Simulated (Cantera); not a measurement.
Charge: 1 mol CaCl₂, 0.26 mol O₂, 0.16 mol H₂, 19 mol H₂O, equilibrated at 1.90 mbar.

Equilibrium computed with Cantera from the NASA thermochemical tables; the gas is ideal and each condensed phase is pure. Candidate condensed phases: Ca, CaCl₂, CaO, Ca(OH)₂, H₂O; 21 gas species. Condensed phases not in the tables: oxide chlorides. The numbers say what is thermodynamically allowed, not how fast it happens. All values below are at 1100 K.

Base state: H₂O 0.893, HCl 0.0979, O₂ 0.00882, CaCl₂ 0.000146, Cl 9.70e-5 (mole fractions); condensed: CaO(s).

Task: What changes in the equilibrium state with this change: pressure from 1.90 mbar to 13.3 mbar?

Result: 
```csv
species,before,after
H₂O,0.893,0.937
HCl,0.0979,0.0536
O₂,0.00882,0.00905
CaCl₂,0.000146,4.16e-5
Cl,9.70e-5,3.21e-5
"CaO(s), mol",0.997,0.533
"CaCl₂(l), mol",0,0.466
```
Mutual solubility and eutectic melting of coexisting phases are not modelled.
